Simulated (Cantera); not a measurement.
Input: 1 mol trisilylamine, 0.41 mol NH3, at 1975 K and 0.578 Torr.

Equilibrium computed with Cantera from the NASA thermochemical tables; the gas is ideal and each condensed phase is pure. Candidate condensed phases: Si, Si3N4; 18 gas species. The feed counts by its element totals alone. The tables' values for SiN are old estimates; treat these amounts as uncertain. Gases not in the tables: Si2H6 and higher silanes. The numbers say what is thermodynamically allowed, not how fast it happens.

Base state: H2 0.799, N2 0.113, H 0.0441, Si 0.0420, SiH 0.000750, Si2 0.000409, Si2N 0.000146, SiN 0.000108 (mole fractions); condensed: Si(l).

What changes in the equilibrium state with this change: temperature from 1975 K to 1325 K?


| species | before | after |
|---|---|---|
| H2 | 0.799 | 0.999 |
| N2 | 0.113 | 0.00123 |
| H | 0.0441 | 5.89e-5 |
| Si | 0.0420 | 1.22e-7 |
| Si2 | 0.000409 | <1e-9 |
| Si2N | 0.000146 | <1e-9 |
| SiN | 0.000108 | <1e-9 |
| Si3 | 8.89e-5 | <1e-9 |
| SiH | 0.000750 | 2.46e-8 |
| Si(l), mol | 2.72 | 0 |
| Si(s), mol | 0 | 1.95 |
| Si3N4(s), mol | 0 | 0.349 |
Mutual solubility and eutectic melting of coexisting phases are not modelled.
